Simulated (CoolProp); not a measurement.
A closed Brayton cycle with nitrogen: compressor inlet 321.15 K and 2 MPa, high pressure 3.71 MPa, turbine inlet 930 K, compressor efficiency 0.8, turbine efficiency 0.93, recuperator effectiveness 0.9 (on enthalpy, no pinch check). Each further row changes one setting.

Values from CoolProp's reference Helmholtz-energy equation of state, Span 2000.

```json
[
 {"case": "as stated", "thermal efficiency (%)": "34.7", "net work (kJ/kg)": "67.1", "compressor to turbine work": "0.55", "compressor exit (K)": "398.9", "turbine exit (K)": "801.1"},
 {"case": "turbine inlet 880 K", "thermal efficiency (%)": "32.7", "net work (kJ/kg)": "59.1", "compressor to turbine work": "0.58", "compressor exit (K)": "398.9", "turbine exit (K)": "756.9"},
 {"case": "compressor inlet 331.15 K", "thermal efficiency (%)": "33.6", "net work (kJ/kg)": "64.5", "compressor to turbine work": "0.56", "compressor exit (K)": "411.2", "turbine exit (K)": "801.1"},
 {"case": "high pressure 3.15 MPa", "thermal efficiency (%)": "32.7", "net work (kJ/kg)": "53.0", "compressor to turbine work": "0.52", "compressor exit (K)": "377.0", "turbine exit (K)": "833.6"},
 {"case": "recuperator effectiveness 0.5", "thermal efficiency (%)": "18.2", "net work (kJ/kg)": "67.1", "compressor to turbine work": "0.55", "compressor exit (K)": "398.9", "turbine exit (K)": "801.1"}
]
```
